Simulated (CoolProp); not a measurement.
Vapour-liquid equilibrium of R1234yf (1) + isobutane (2) at -45.85 °C; x and y are mole fractions of (1).

Model: multi-fluid Helmholtz-energy mixture model, Lemmon 2022 and Bücker 2006; pair parameters Bell 2016, in CoolProp.

```
x     bubble pressure, mixture model (bar)  bubble pressure, Raoult's law (bar)  y, mixture model  y, Raoult's law
----  ------------------------------------  -----------------------------------  ----------------  ---------------
0.05                                   [?]                               0.2238             0.292            0.104
0.15                                   [?]                               0.2491             0.500            0.279
0.25                                0.4222                               0.2743               [?]            0.423
0.35                                0.4475                               0.2996               [?]            0.542
0.45                                0.4631                               0.3248             0.657            0.642
0.55                                0.4742                               0.3500             0.687            0.729
0.65                                0.4824                               0.3753               [?]            0.803
0.75                                0.4872                               0.4005             0.767            0.868
0.85                                0.4863                               0.4258             0.832            0.926
0.95                                0.4751                               0.4510               [?]            0.977
```

Q: Complete the blanks.

A: 
- 0.05, bubble pressure, mixture model (bar): 0.2859
- 0.15, bubble pressure, mixture model (bar): 0.3761
- 0.25, y, mixture model: 0.581
- 0.35, y, mixture model: 0.625
- 0.65, y, mixture model: 0.721
- 0.95, y, mixture model: 0.930

The largest gap from Raoult's law is +53.9 % in bubble pressure, at x = 0.25. y crosses x between x = 0.75 and 0.85: the model has an azeotrope there.

Pair parameters are fitted to limited data, so mixtures are less certain than the pure fluids. With so large a gap from Raoult's law the liquid may split in two, which this calculation doesn't test in full.
